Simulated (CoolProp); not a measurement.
Octamethyltrisiloxane (MDM) at several states: density (kg/m³) from the reference equation and from simpler models built on Tc = 292.2 °C, pc = 14.38 bar, ω = 0.528; each cubic takes its own stable root.

Computed with CoolProp (reference Helmholtz-energy equation of state, Thol 2017).

| T (°C) | p (bar) | phase | reference |
|---|---|---|---|
| -25.75 | 0.393 | liquid | 865.4 |
| 301.25 | 1.08 | gas | 5.480 |
| 245.65 | 1.25 | gas | 7.153 |
| 289.35 | 1.58 | gas | 8.311 |
| 210.35 | 3.82 | liquid | 593.3 |
| 14.05 | 1.09 | liquid | 826.3 |

### Question
How far does each simpler model (Redlich-Kwong, Soave-Redlich-Kwong) lie from the reference over these 6 states: mean and median of the absolute difference, and the worst?

### Answer
- Redlich-Kwong: mean 21.1 %, median 7.7 %, worst -95.5 % at 210.35 °C and 3.82 bar
- Soave-Redlich-Kwong: mean 5.7 %, median 5.5 %, worst -12.3 % at -25.75 °C and 0.393 bar

At some of these states Redlich-Kwong gives the other phase, because its saturation line lies elsewhere.
